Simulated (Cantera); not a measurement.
Input: 1 mol SiCl₄, 3 mol Cl₂, 7.3 mol H₂, equilibrated at 598.15 K and 1.00 bar.

Cantera equilibrium calculation (NASA polynomials, part measured and part estimated; ideal gas, pure solids and liquids). Candidate condensed phases: Si; 19 gas species. Rates play no part.

Base state: HCl 0.531, H₂ 0.381, SiCl₄ 0.0885 (mole fractions); condensed: gas only.

Question: What changes in the equilibrium state with this change: temperature from 598.15 K to 1548.15 K?

Answer: 
| species | before | after |
|---|---|---|
| HCl | 0.531 | 0.556 |
| H₂ | 0.381 | 0.356 |
| SiCl₄ | 0.0885 | 0.0620 |
| SiCl₃ | <1e-9 | 0.0129 |
| SiCl₂ | <1e-9 | 0.00749 |
| SiH₂Cl₂ | <1e-9 | 6.19e-5 |
| Cl | <1e-9 | 2.30e-5 |
| H | <1e-9 | 1.84e-5 |
| SiHCl₃ | 1.67e-6 | 0.00485 |
The tables' values for SiCl₃ are old estimates; treat these amounts as uncertain.

Question: What changes in the equilibrium state with this change: 0.86 mol HF added?

Answer: 
```
species  before   after
-------  ------  ------
HCl       0.531   0.564
H₂        0.381   0.354
SiCl₄    0.0885  0.0646
SiF₄          0  0.0177
```
